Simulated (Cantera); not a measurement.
A closed system holds: 1 mol AlCl3, 27 mol O2, 4 mol N2, at 10000 Pa.

Equilibrium computed with Cantera from the NASA thermochemical tables; the gas is ideal and each condensed phase is pure. Candidate condensed phases: Al, AlCl3, AlN, Al2O3; 24 gas species. The numbers say what is thermodynamically allowed, not how fast it happens.

At 1325 K, list the 4 most abundant gas species with their mole fractions, and the condensed phases.

O2 0.822, N2 0.125, Cl2 0.0420, Cl 0.0100. Condensed: Al2O3(s).
